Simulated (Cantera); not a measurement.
## Pyrogenic steam for wet oxidation

A perfectly stirred reactor is fed with H₂ : O₂ : N₂ = 1.7 : 1 : 0.6 (molar parts), at 13300 Pa; it is held at 1175 K, and followed from long to short residence time.

Computed with Cantera and the H2/O2 subset of GRI-Mech 3.0, which has no nitrogen chemistry. The temperature is held fixed by assumption; the heat of reaction is taken as removed at once.

| τ (s) | x H₂ | x O₂ | x H₂O | x HO₂ | x H | x H₂O₂ |
|---|---|---|---|---|---|---|
| 20 | 0.000149 | 0.0612 | 0.694 | 2.61e-6 | 3.83e-6 | 5.21e-7 |
| 6.1 | 0.000329 | 0.0613 | 0.693 | 5.14e-6 | 1.26e-5 | 9.12e-7 |
| 1.9 | 0.000714 | 0.0614 | 0.693 | 9.18e-6 | 4.07e-5 | 1.51e-6 |
| 0.59 | 0.00153 | 0.0617 | 0.691 | 1.46e-5 | 0.000131 | 2.35e-6 |
| 0.18 | 0.00328 | 0.0624 | 0.688 | 2.03e-5 | 0.000423 | 3.39e-6 |
| 0.057 | 0.00671 | 0.0639 | 0.682 | 2.52e-5 | 0.00129 | 4.35e-6 |
| 0.018 | 0.0134 | 0.0670 | 0.670 | 2.93e-5 | 0.00382 | 4.98e-6 |
| 0.0055 | 0.0259 | 0.0732 | 0.645 | 3.31e-5 | 0.0109 | 5.11e-6 |
| 0.0017 | 0.0469 | 0.0847 | 0.597 | 3.72e-5 | 0.0280 | 4.79e-6 |
| 0.00053 | 0.0789 | 0.104 | 0.516 | 4.10e-5 | 0.0621 | 4.19e-6 |
| 0.00017 | 0.124 | 0.131 | 0.402 | 4.28e-5 | 0.111 | 3.44e-6 |
x: mole fraction; the columns are a selection and need not sum to one.
